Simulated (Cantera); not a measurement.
# Nb + H₂O + H₂ (tantalum, niobium, vanadium and zirconium in process gases)

Input: 1 mol Nb, 12 mol H₂O, a varied amount of H₂, equilibrated at 2648.15 K and 101000 Pa.

Method: chemical equilibrium by Gibbs-energy minimisation in Cantera with the NASA 1993 tables (ideal gas, pure condensed phases). Candidate condensed phases: H₂O, Nb, NbO, NbO₂, Nb₂O₅; 12 gas species. Condensed phases not in the tables: the oxides between NbO₂ and Nb₂O₅. Kinetics and transport are ignored.

| n(H₂) (mol) | x H₂ | x H₂O | x H | x OH | x NbO₂ | x O | x O₂ | n Nb₂O₅(l) | n NbO₂(l) |
|---|---|---|---|---|---|---|---|---|---|
| 4.8 | 0.414 | 0.543 | 0.0297 | 0.00950 | 0.00290 | 0.000438 | 0.000234 | 0.475 | 0 |
| 6 | 0.449 | 0.508 | 0.0310 | 0.00852 | 0.00312 | 0.000377 | 0.000173 | 0.471 | 0 |
| 7.3 | 0.482 | 0.474 | 0.0321 | 0.00767 | 0.00335 | 0.000328 | 0.000131 | 0.467 | 0 |
| 8.5 | 0.509 | 0.447 | 0.0330 | 0.00703 | 0.00354 | 0.000293 | 0.000104 | 0.463 | 0 |
| 9.8 | 0.535 | 0.420 | 0.0338 | 0.00646 | 0.00375 | 0.000262 | 8.34e-5 | 0.458 | 0 |
| 11 | 0.557 | 0.399 | 0.0345 | 0.00600 | 0.00392 | 0.000239 | 6.94e-5 | 0.454 | 0 |
| 12 | 0.573 | 0.382 | 0.0350 | 0.00568 | 0.00406 | 0.000223 | 6.02e-5 | 0.450 | 0 |
| 14 | 0.601 | 0.353 | 0.0358 | 0.00512 | 0.00433 | 0.000196 | 4.67e-5 | 0.442 | 0 |
| 15 | 0.614 | 0.340 | 0.0362 | 0.00488 | 0.00446 | 0.000185 | 4.15e-5 | 0.438 | 0 |
| 16 | 0.626 | 0.328 | 0.0366 | 0.00466 | 0.00458 | 0.000175 | 3.72e-5 | 0.434 | 0 |
| 17 | 0.637 | 0.317 | 0.0369 | 0.00446 | 0.00470 | 0.000166 | 3.35e-5 | 0.429 | 0 |
| 19 | 0.644 | 0.310 | 0.0371 | 0.00434 | 0.00471 | 0.000161 | 3.13e-5 | 0 | 0.849 |
| 20 | 0.653 | 0.300 | 0.0374 | 0.00417 | 0.00471 | 0.000153 | 2.86e-5 | 0 | 0.844 |
x: gas mole fraction; n: condensed amount in mol.

From 4.8 mol H₂ to 17 mol H₂ the condensed part is Nb₂O₅(l). From 19 mol H₂ to 20 mol H₂ the condensed part is NbO₂(l). The main Nb-bearing gas is NbO₂ throughout. The share of Nb in condensed phases is highest at 4.8 mol H₂ (95.0 %) and lowest at 20 mol H₂ (84.4 %).
